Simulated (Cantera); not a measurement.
A Cantera script and what it prints.

```python
import numpy as np
import cantera as ct

gas_names = """
    H H2 N NH NH2 NH3 N2 N2H2 N2H4 Si SiH SiH2 SiH3 SiH4 SiN Si2 Si2N Si3
""".split()
cond_names = """
    Si(cr) Si(L) Si3N4(a)
""".split()


# ... load() reads the species with a 1 bar reference pressure and builds the phases ...
atoms = {
    'Si2H6': {'Si': 2, 'H': 6},
    'N2': {'N': 2},
}
top_T = {'Si3N4(a)': 2400}  # K; cautious upper limits of use, not melting points


# ... equilibrate(T, P, feed) seeds the gas with the atoms and calls Mixture.equilibrate('TP', solver="vcs", rtol=1e-11, max_steps=5000) ...
results = []
feed = {'Si2H6': 1, 'N2': 4}  # mol
T = 1650  # K
P = 130  # Pa
mix = equilibrate(T, P, feed)
results.append((T, P, feed, dict(zip(mix.species_names, mix.species_moles))))
print(gas.report(threshold=0.001))
for i in range(1, mix.n_phases):
    print(f"{mix.phase(i).name:16s} {mix.phase_moles(i):12.5e} mol")
```

Output:

```
       temperature   1650 K
          pressure   130 Pa
           density   0.00014982 kg/m^3
  mean mol. weight   15.811 kg/kmol
   phase of matter   gas

                          1 kg             1 kmol
                     ---------------   ---------------
          enthalpy        2.7166e+06         4.295e+07  J
   internal energy        1.8489e+06        2.9231e+07  J
           entropy             17494        2.7659e+05  J/K
    Gibbs function       -2.6148e+07       -4.1342e+08  J
 heat capacity c_p            2158.4             34125  J/K
 heat capacity c_v            1632.5             25811  J/K

                      mass frac. Y      mole frac. X     chem. pot. / RT
                     ---------------   ---------------   ---------------
                 H        0.00010985          0.001723           -13.145
                H2          0.059627           0.46763            -26.29
                N2           0.93983           0.53042            -33.59
     [  +15 minor]        0.00043496        0.00023101

Si(cr)            1.09333e+00 mol
Si3N4(a)          3.01712e-01 mol
```

These are equilibrium values from Cantera (NASA tables, ideal gas, pure condensed phases), not measurements of a reactor. The feed counts by its element totals alone. Mutual solubility and eutectic melting of coexisting phases are not modelled.
